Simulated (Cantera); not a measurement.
An isothermal, constant-pressure homogeneous reactor starts with 1.47 % CO, 0.255 % O2, 0.0305 % H2O, 98.2 % N2, at 1325 K and 1.01 bar.

Computed with Cantera and GRI-Mech 3.0 (53 species, 325 reactions).

One state of this run: x CO = 0.00950; x O2 = 4.59e-11; x H2O = 0.000155; x H2 = 0.000150; x N2O = 1.09e-8. x: mole fraction; the columns are a selection and need not sum to one.

Question: Which value of t (s) does it belong to?
A) 5.00e-6
B) 0.00185
C) 3.00
D) 2.19e-5

Answer: C, 3.00
